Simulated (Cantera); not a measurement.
An adiabatic, constant-volume homogeneous reactor starts with CH₄ : H₂ : O₂ : N₂ = 1 : 0.35 : 2.2 : 8.26 (molar parts), at 1100 K and 0.890 bar. Integrator tolerance rtol = 1e-08.

Detailed kinetics in Cantera: GRI-Mech 3.0 (53 species, 325 reactions).

```csv
quantity,before,after
time of steepest temperature rise,10.5 ms,18.0 ms
temperature at 9.00 s,2793 K,2823 K
equilibrium temperature,2793 K,2823 K
x(CH₄) at 9.00 s,<1e-12 (gas-phase equilibrium <1e-12),<1e-12 (gas-phase equilibrium <1e-12)
x(H₂) at 9.00 s,0.0172 (gas-phase equilibrium 0.0172),0.0424 (gas-phase equilibrium 0.0424)
x(O₂) at 9.00 s,0.0179 (gas-phase equilibrium 0.0179),0.00406 (gas-phase equilibrium 0.00406)
x(O) at 9.00 s,0.00468 (gas-phase equilibrium 0.00468),0.00245 (gas-phase equilibrium 0.00245)
x(C₂H₆) at 9.00 s,<1e-12 (gas-phase equilibrium <1e-12),<1e-12 (gas-phase equilibrium <1e-12)
```

Name the change that produced these shifts.
(A) CH4 1 to 1.3 parts
(B) pressure from 0.890 bar to 5.00 bar
(C) initial temperature 1100 to 1725 K
(D) pressure from 0.890 bar to 0.590 bar

A, CH4 1 to 1.3 parts
